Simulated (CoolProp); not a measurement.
Vapour pressure (bar) of methane: the reference equation beside estimates from Tc = 190.6 K, pc = 45.99 bar, ω = 0.011. Clausius-Clapeyron is anchored at 114.6 K with a constant enthalpy of vaporisation of 8.107 kJ/mol.

Values from CoolProp's reference Helmholtz-energy equation of state, Setzmann 1991.

| T (K) | reference | Lee-Kesler | Clausius-Clapeyron | van der Waals | Redlich-Kwong | Soave-Redlich-Kwong | Peng-Robinson |
|---|---|---|---|---|---|---|---|
| 104.7 | 0.5481 | 0.5359 | 0.5733 | 2.357 | 0.3504 | 0.5254 | 0.5530 |
| 108 | 0.7410 | 0.7272 | 0.7620 | 2.852 | 0.5040 | 0.7154 | 0.7470 |
| 111.3 | 0.9830 | 0.9680 | 0.9959 | 3.414 | 0.7057 | 0.9550 | 0.9903 |
| 114.6 | 1.282 | 1.266 | 1.282 | 4.048 | 0.9646 | 1.252 | 1.291 |
| 117.9 | 1.645 | 1.630 | 1.626 | 4.758 | 1.290 | 1.616 | 1.656 |
| 121.1 | 2.068 | 2.054 | 2.024 | 5.523 | 1.680 | 2.040 | 2.080 |
| 124.4 | 2.584 | 2.573 | 2.505 | 6.394 | 2.167 | 2.560 | 2.599 |
| 127.7 | 3.191 | 3.184 | 3.068 | 7.352 | 2.752 | 3.173 | 3.210 |
| 131 | 3.899 | 3.895 | 3.719 | 8.400 | 3.445 | 3.889 | 3.921 |
| 134.3 | 4.715 | 4.717 | 4.465 | 9.542 | 4.257 | 4.718 | 4.742 |
| 137.6 | 5.651 | 5.658 | 5.314 | 10.78 | 5.198 | 5.669 | 5.684 |
| 140.9 | 6.715 | 6.727 | 6.274 | 12.12 | 6.279 | 6.753 | 6.756 |
| 144.2 | 7.919 | 7.935 | 7.350 | 13.56 | 7.510 | 7.979 | 7.968 |
| 147.5 | 9.270 | 9.290 | 8.551 | 15.11 | 8.901 | 9.359 | 9.331 |

Absolute difference from the reference over all 14 rows, mean and median: Lee-Kesler 0.7 and 0.3 %, Clausius-Clapeyron 4.0 and 4.2 %, van der Waals 159.7 and 138.9 %, Redlich-Kwong 16.9 and 14.9 %, Soave-Redlich-Kwong 1.5 and 0.9 %, Peng-Robinson 0.7 and 0.6 %.
